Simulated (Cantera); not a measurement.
Predominance diagram of Mg at 1027 °C against the partial pressures of O2 and F2 (log10, bar). Source: NASA polynomial tables (part measured, part estimated), evaluated in Cantera. Candidates: Mg(l), MgF2(s), MgO(s). Only these pure phases compete in this equilibrium. Not in the tables: oxide halides.

Task: Which phase is stable at these pairs, and which metal-bearing vapour leads over it? (-13.9, -3.5); (-5.4, -3.5); (-9.3, -24.5); (-1.5, -7); (-5.4, -7); (-10.8, -14); (-12.4, 0)

Result: 
| log p(O2) | log p(F2) | phase | chief vapour | log p (bar) |
|---|---|---|---|---|
| -13.9 | -3.5 | MgF2(s) | MgF2 | -6.3 |
| -5.4 | -3.5 | MgF2(s) | MgF2 | -6.3 |
| -9.3 | -24.5 | MgO(s) | MgF2 | -8.4 |
| -1.5 | -7 | MgF2(s) | MgF2 | -6.3 |
| -5.4 | -7 | MgF2(s) | MgF2 | -6.3 |
| -10.8 | -14 | MgF2(s) | MgF2 | -6.3 |
| -12.4 | 0 | MgF2(s) | MgF2 | -6.3 |
